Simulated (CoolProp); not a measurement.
Vapour-liquid equilibrium of R22 (1) + n-hexane (2) at 262.6 K; x and y are mole fractions of (1).

Computed with CoolProp (multi-fluid Helmholtz-energy mixture model, Kamei 1995 and Thol 2019; pair parameters Bell 2016).

```
x     bubble pressure, mixture model (kPa)  bubble pressure, Raoult's law (kPa)  y, mixture model  y, Raoult's law
----  ------------------------------------  -----------------------------------  ----------------  ---------------
0.05                                 32.69                                20.57             0.901            0.846
0.2                                  111.7                                72.26             0.974            0.963
0.35                                 172.0                                124.0             0.985            0.982
0.5                                  216.1                                175.6             0.989            0.990
0.65                                 251.4                                227.3             0.992            0.995
0.8                                  286.8                                279.0             0.995            0.998
0.95                                 330.3                                330.7             0.999            0.999
```

The largest gap from Raoult's law is +58.9 % in bubble pressure, at x = 0.05. No azeotrope shows between x = 0.05 and 0.95.

Pair parameters are fitted to limited data, so mixtures are less certain than the pure fluids. With so large a gap from Raoult's law the liquid may split in two, which this calculation doesn't test in full.
